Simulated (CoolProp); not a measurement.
The fluid at 436.78 K and 5.85 MPa is throttled through a valve to 1.69 MPa with no heat exchange. The same conditions are run with several fluids, on thermodynamics alone (safety and materials aside).

The numbers come from the reference Helmholtz-energy equation of state of each fluid (dimethyl carbonate: Zhou 2011; 1,2-dichloroethane: Thol 2015; propylene glycol: Eisenbach 2021; n-nonane: Lemmon 2006; R113: Marx 1992) in CoolProp.

Task: Rank dimethyl carbonate, 1,2-dichloroethane, propylene glycol, n-nonane, R113 by temperature change (K), highest first.

Result: n-nonane (+0.9), propylene glycol (+0.8), 1,2-dichloroethane (+0.5), dimethyl carbonate (+0.4), R113 (-1.5)

```json
[
 {"fluid": "dimethyl carbonate", "final density (kg/m³)": "863"},
 {"fluid": "1,2-dichloroethane", "final density (kg/m³)": "1020"},
 {"fluid": "propylene glycol", "final density (kg/m³)": "917"},
 {"fluid": "n-nonane", "final density (kg/m³)": "600"},
 {"fluid": "R113", "final density (kg/m³)": "1160"}
]
```
